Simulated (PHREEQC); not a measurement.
Solution (25 °C): 0.0014 mol HF, 0.00032 mol KF, 0.0001 mol H2SiF6 and 0.0015 mol HCl per kg of water. Closed to the air; pH follows from the charge balance.

Model: ion-association model, wateq4f.dat, run in PHREEQC.

No solid was allowed to form.

Problem. Order these F species by the share of F that they hold, largest first: HF, H2F2, SiF6-2, F-, HF2-.

Solution. HF (64 %), F- (26 %), SiF6-2 (9.4 %), H2F2 (0.50 %), HF2- (0.29 %)

The pH is 2.75 and the ionic strength 0.00221 mol/kgw. SiF6-2 is the database's only silicon fluoride.
